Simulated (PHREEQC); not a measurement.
Make-up at 25 °C: 0.28 mol/kgw CuCl2. Closed to the air; pH follows from the charge balance.

Equilibrium calculation in PHREEQC: ion-association model, phreeqc.dat.

Each row changes one thing in this solution. Precipitation was switched off in this run.

```
case                                            pH  ionic strength (mol/kgw)  Cl- (mol/kgw)
--------------------------------------------  ----  ------------------------  -------------
as made                                       4.10                     0.697          0.486
CuCl2 replaced by FeCl2 at the same molality  5.36                     0.775          0.527
CuCl2 replaced by AlCl3 at the same molality   [?]                      1.68          0.840
diluted 2-fold with water                     4.19                       [?]          0.256
0.051 mol/kgw Zn(NO3)2 added                   [?]                       [?]          0.474
CuCl2 replaced by FeCl3 at the same molality  1.90                     0.853            [?]
```

What belongs in the gaps?


- CuCl2 replaced by AlCl3 at the same molality, pH: 3.06
- diluted 2-fold with water, ionic strength (mol/kgw): 0.373
- 0.051 mol/kgw Zn(NO3)2 added, pH: 4.12
- 0.051 mol/kgw Zn(NO3)2 added, ionic strength (mol/kgw): 0.833
- CuCl2 replaced by FeCl3 at the same molality, Cl- (mol/kgw): 0.546

The ionic strength passes 0.7 mol/kgw, the rough limit of the ion-association models, in CuCl2 replaced by FeCl2 at the same molality; CuCl2 replaced by AlCl3 at the same molality; 0.051 mol/kgw Zn(NO3)2 added; CuCl2 replaced by FeCl3 at the same molality. Some of these states are supersaturated (in Hematite (slow to form), Goethite (slow to form), for instance).
